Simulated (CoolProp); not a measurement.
The numbers come from the reference Helmholtz-energy equation of state, Wagner 2002 in CoolProp.

**Question.** For water, give the phase and the Joule-Thomson coefficient (K/MPa) at 252.75 °C and 477 kPa.

**Answer.** 
- 252.75 °C and 477 kPa: gas; Joule-Thomson coefficient 16.3
